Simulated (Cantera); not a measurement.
# Diamond growth

A diamond (100) surface in a fixed gas of H2 with x(CH4) = 0.0033, x(H) = 0.00033, at 1298 K, 0.0950 bar; coverages are run to steady state.

Detailed kinetics in Cantera: the Harris–Goodwin 1993 mechanism for the reconstructed diamond (100) surface.

```json
[
 {"x(CH3)": "1e-06", "growth (µm/h)": "0.00415", "θ c6HH": "0.505", "θ c6H*": "0.0409", "θ c6*H": "0.439", "θ c6**": "0.0146", "θ c6HM": "2.98e-6"},
 {"x(CH3)": "2.7e-06", "growth (µm/h)": "0.0112", "θ c6HH": "0.505", "θ c6H*": "0.0409", "θ c6*H": "0.439", "θ c6**": "0.0146", "θ c6HM": "8.05e-6"},
 {"x(CH3)": "7.4e-06", "growth (µm/h)": "0.0306", "θ c6HH": "0.505", "θ c6H*": "0.0409", "θ c6*H": "0.439", "θ c6**": "0.0146", "θ c6HM": "2.21e-5"},
 {"x(CH3)": "2e-05", "growth (µm/h)": "0.0826", "θ c6HH": "0.505", "θ c6H*": "0.0409", "θ c6*H": "0.439", "θ c6**": "0.0145", "θ c6HM": "5.96e-5"},
 {"x(CH3)": "5.4e-05", "growth (µm/h)": "0.221", "θ c6HH": "0.505", "θ c6H*": "0.0409", "θ c6*H": "0.439", "θ c6**": "0.0144", "θ c6HM": "0.000161"},
 {"x(CH3)": "0.00015", "growth (µm/h)": "0.602", "θ c6HH": "0.505", "θ c6H*": "0.0408", "θ c6*H": "0.438", "θ c6**": "0.0141", "θ c6HM": "0.000444"},
 {"x(CH3)": "0.0004", "growth (µm/h)": "1.53", "θ c6HH": "0.503", "θ c6H*": "0.0407", "θ c6*H": "0.436", "θ c6**": "0.0133", "θ c6HM": "0.00117"},
 {"x(CH3)": "0.0011", "growth (µm/h)": "3.70", "θ c6HH": "0.499", "θ c6H*": "0.0403", "θ c6*H": "0.432", "θ c6**": "0.0116", "θ c6HM": "0.00311"},
 {"x(CH3)": "0.0029", "growth (µm/h)": "7.55", "θ c6HH": "0.492", "θ c6H*": "0.0395", "θ c6*H": "0.424", "θ c6**": "0.00863", "θ c6HM": "0.00775"}
]
```
θ: site fractions in the mechanism's names (c6HH fully hydrogenated, c6H* and c6*H radical sites, c6** diradical, c6HM methylated).
